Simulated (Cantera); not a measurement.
## Equilibrium for boron, boron nitride and boron oxide: BF₃ + NH₃

A closed system holds: 1 mol BF₃, 0.17 mol NH₃, at 0.910 bar.

These are equilibrium values from Cantera (NASA tables, ideal gas, pure condensed phases), not measurements of a reactor. Candidate condensed phases: B, BN; 31 gas species. The tables' values for BF₂ are old estimates; treat these amounts as uncertain. The numbers say what is thermodynamically allowed, not how fast it happens.

From 973 K to 1773 K the condensed part is BN(s). The main B-bearing gas is BF₃ throughout.

```
T (K)  x BF₃   x H₂    x N₂     x HF     x BF₂    x BHF₂  n BN(s)
-----  -----  -----  ------  -------  --------  --------  -------
973    0.743  0.185  0.0618  0.00983   1.45e-8   5.12e-5  0.00437
1073   0.742  0.184  0.0614   0.0125   2.58e-7  0.000166  0.00553
1173   0.741  0.182  0.0609   0.0153   2.78e-6  0.000436  0.00665
1273   0.740  0.181  0.0606   0.0181   2.06e-5  0.000983  0.00765
1373   0.738  0.179  0.0603   0.0209  0.000113   0.00196  0.00840
1473   0.736  0.177  0.0602   0.0235  0.000491   0.00353  0.00872
1573   0.732  0.174  0.0603   0.0261   0.00176   0.00588  0.00824
1673   0.725  0.171  0.0609   0.0285   0.00536   0.00913  0.00621
1773   0.712  0.167  0.0626   0.0306    0.0142    0.0133  0.00110
```
x: gas mole fraction; n: condensed amount in mol.
